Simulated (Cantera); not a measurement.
Charge: 1 mol B, 26 mol H2, equilibrated at 577 °C and 16.5 Torr.

These are equilibrium values from Cantera (NASA tables, ideal gas, pure condensed phases), not measurements of a reactor. Candidate condensed phases: B; 7 gas species. Rates play no part.

Base state: H2 1.00 (mole fractions); condensed: B(s).

Task: What changes in the equilibrium state with this change: temperature from 577 °C to 2125 °C?

Result: 
```json
[
 {"species": "H2", "before": "1.00", "after": "0.895"},
 {"species": "H", "before": "<1e-9", "after": "0.101"},
 {"species": "BH2", "before": "<1e-9", "after": "0.00265"},
 {"species": "B", "before": "<1e-9", "after": "0.00142"},
 {"species": "BH", "before": "<1e-9", "after": "0.000135"},
 {"species": "B(s), mol", "before": "1.00", "after": "0"},
 {"species": "B(l), mol", "before": "0", "after": "0.884"}
]
```
The tables' values for BH2 are old estimates; treat these amounts as uncertain.
